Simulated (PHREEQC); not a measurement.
Solution (25 °C): 0.073 mol/kgw HNO3 and 0.00044 mol/kgw SrCl2. Closed to the air; pH follows from the charge balance.

Equilibrium calculation in PHREEQC: ion-association model, wateq4f.dat.

Precipitation was switched off in this run.

Predict the pH.

pH 1.21.

Complexes and solids missing from the database can't appear.
